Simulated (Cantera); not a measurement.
Diamond growth

A diamond (100) surface in a fixed gas of H2 with x(CH4) = 0.0052, x(H) = 0.00033, x(CH3) = 0.00029, at 1298 K; coverages are run to steady state.

Detailed kinetics in Cantera: the Harris–Goodwin 1993 mechanism for the reconstructed diamond (100) surface.

```json
[
 {"P (Pa)": "420", "growth (µm/h)": "0.00956", "θ c6HH": "0.504", "θ c6H*": "0.0410", "θ c6*H": "0.440", "θ c6**": "0.0145", "θ c6HM": "3.30e-5"},
 {"P (Pa)": "790", "growth (µm/h)": "0.0293", "θ c6HH": "0.504", "θ c6H*": "0.0409", "θ c6*H": "0.439", "θ c6**": "0.0143", "θ c6HM": "6.37e-5"},
 {"P (Pa)": "1500", "growth (µm/h)": "0.0844", "θ c6HH": "0.504", "θ c6H*": "0.0409", "θ c6*H": "0.438", "θ c6**": "0.0141", "θ c6HM": "0.000125"},
 {"P (Pa)": "2800", "growth (µm/h)": "0.217", "θ c6HH": "0.504", "θ c6H*": "0.0408", "θ c6*H": "0.438", "θ c6**": "0.0140", "θ c6HM": "0.000241"},
 {"P (Pa)": "5200", "growth (µm/h)": "0.513", "θ c6HH": "0.504", "θ c6H*": "0.0408", "θ c6*H": "0.438", "θ c6**": "0.0138", "θ c6HM": "0.000459"},
 {"P (Pa)": "9800", "growth (µm/h)": "1.18", "θ c6HH": "0.503", "θ c6H*": "0.0408", "θ c6*H": "0.437", "θ c6**": "0.0137", "θ c6HM": "0.000879"},
 {"P (Pa)": "18000", "growth (µm/h)": "2.60", "θ c6HH": "0.503", "θ c6H*": "0.0407", "θ c6*H": "0.436", "θ c6**": "0.0136", "θ c6HM": "0.00162"},
 {"P (Pa)": "35000", "growth (µm/h)": "6.34", "θ c6HH": "0.501", "θ c6H*": "0.0406", "θ c6*H": "0.435", "θ c6**": "0.0135", "θ c6HM": "0.00312"}
]
```
θ: site fractions in the mechanism's names (c6HH fully hydrogenated, c6H* and c6*H radical sites, c6** diradical, c6HM methylated).
